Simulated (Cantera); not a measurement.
# SiHCl3 + NH3 (silicon nitride deposition)

A closed system holds: 1 mol SiHCl3, 0.54 mol NH3, held at 475 °C and 750 Torr.

Equilibrium computed with Cantera from the NASA thermochemical tables; the gas is ideal and each condensed phase is pure. Candidate condensed phases: NH4Cl, Si, Si3N4; 28 gas species. Rates play no part.

| Property | Result |
|---|---|
| x(H2) | 0.483 |
| x(SiCl4) | 0.284 |
| x(HCl) | 0.223 |
| x(N2) | 0.00975 |
| x(SiHCl3) | 0.000272 |
| x(NH3) | 0.000173 |
| n(Si3N4(s)) | 0.124 mol |
| gas amount | 2.204 mol |
| log10 activity of Si(s) (absent) | -10.23 |
